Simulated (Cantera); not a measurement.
A perfectly stirred reactor is fed with 2.48 % CO, 3.39 % O2, 2.39 % H2O, 91.7 % N2, equivalence ratio 0.36, at 0.290 bar; it is held at 1375 K, and followed from long to short residence time.

Computed with Cantera and GRI-Mech 3.0 (53 species, 325 reactions).

Problem. Predict: x(CO) at τ = 0.530 s; x(O2) at τ = 0.530 s; x(H2O) at τ = 0.530 s; x(H2O2) at τ = 0.530 s; x(CO) at τ = 10.0 ms; x(O2) at τ = 10.0 ms; x(H2O) at τ = 10.0 ms; x(H2O2) at τ = 10.0 ms.

Solution. 
```
Property                  Result
----------------------  --------
x(CO) at τ = 0.530 s    0.000376
x(O2) at τ = 0.530 s      0.0219
x(H2O) at τ = 0.530 s     0.0239
x(H2O2) at τ = 0.530 s   4.70e-8
x(CO) at τ = 10.0 ms     0.00449
x(O2) at τ = 10.0 ms      0.0237
x(H2O) at τ = 10.0 ms     0.0225
x(H2O2) at τ = 10.0 ms   1.57e-7
```
